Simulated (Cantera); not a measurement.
An isothermal, constant-pressure homogeneous reactor starts with H2 : O2 = 0.096 : 0.47 (molar parts), equivalence ratio 0.10, at 1100 K and 0.0132 atm.

Model: the H2/O2 subset of GRI-Mech 3.0, which has no nitrogen chemistry, integrated in Cantera. Radical loss at walls, strong at low pressure, is not modelled. The temperature is held fixed by assumption; the heat of reaction is taken as removed at once.

x: mole fraction; the columns are a selection and need not sum to one.

```tsv
t (s)	x H2	x O2	x HO2	x H	x H2O	x OH
0.000700	0.170	0.830	1.54e-8	4.89e-7	8.13e-7	1.68e-7
0.00354	0.00737	0.745	1.02e-5	0.0532	0.135	0.00637
0.0179	…	0.799	1.01e-5	…	0.176	…
0.0906	6.71e-5	0.814	2.51e-6	4.01e-5	0.185	0.000593
0.458	3.08e-6	0.815	2.28e-7	4.43e-7	0.185	0.000133
2.32	3.03e-7	0.815	2.81e-8	1.49e-8	0.185	4.29e-5
11.7	4.41e-8	0.815	5.55e-9	8.63e-10	0.185	1.66e-5
59.3	…	0.815	…	6.62e-11	0.185	…
300	2.55e-9	0.815	4.94e-9	1.23e-11	0.185	3.99e-6
```

Task: Some entries are withheld; supply them.

Result: 
- 0.0179, x H2: 0.00187
- 0.0179, x H: 0.00623
- 0.0179, x OH: 0.00322
- 59.3, x H2: 7.86e-9
- 59.3, x HO2: 3.51e-9
- 59.3, x OH: 7.03e-6
